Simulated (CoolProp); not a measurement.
R143a at several states: density (kg/m³) from the reference equation and from simpler models built on Tc = 345.9 K, pc = 3.762 MPa, ω = 0.261; each cubic takes its own stable root.

Computed with CoolProp (reference Helmholtz-energy equation of state, Lemmon and Jacobsen 2000).

```csv
T (K),p (MPa),phase,reference,van der Waals,Redlich-Kwong,Soave-Redlich-Kwong,Peng-Robinson
403.6,9.72,supercritical,499.3,439.6,461.3,415.4,445.8
454.8,0.961,gas,22.14,22.22,22.21,22.04,22.20
334.1,20.3,liquid,950.2,625.9,813.3,817.9,912.7
```
